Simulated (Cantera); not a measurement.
## Equilibrium for silicon etching in halogen gases: Si + HBr + N2

A closed system holds: 1 mol Si, 6.5 mol HBr, 20 mol N2, equilibrated at 133 Pa.

Equilibrium computed with Cantera from the NASA thermochemical tables; the gas is ideal and each condensed phase is pure. Candidate condensed phases: Br2, Si, Si3N4; 28 gas species. N2 is the only nitrogen source here; it is nearly inert below about 1500 K, so the nitride shown seldom forms there in practice. The tables' values for SiBr3, SiBr are old estimates; treat these amounts as uncertain. Rates play no part.

```
T (K)   x N2  x HBr    x H2  x SiBr2     x Br   x SiBr4   x SiBr3  n Si3N4(s)
-----  -----  -----  ------  -------  -------  --------  --------  ----------
1323   0.751  0.184  0.0319   0.0196  0.00958   0.00284   0.00122       0.126
1348   0.751  0.175  0.0358   0.0248   0.0111   0.00183   0.00116      0.0889
1373   0.750  0.164  0.0403   0.0301   0.0127   0.00112   0.00105      0.0480
1398   0.750  0.153  0.0452   0.0354   0.0142  0.000666  0.000926     0.00487
1423   0.749  0.150  0.0468   0.0362   0.0172  0.000415  0.000776           0
1448   0.747  0.146  0.0483   0.0364   0.0207  0.000259  0.000645           0
1473   0.746  0.142  0.0500   0.0366   0.0246  0.000162  0.000534           0
```
x: gas mole fraction; n: condensed amount in mol.

From 1323 K to 1398 K the condensed part is Si3N4(s). From 1423 K to 1473 K nothing is condensed. The main Si-bearing gas is SiBr2 throughout.
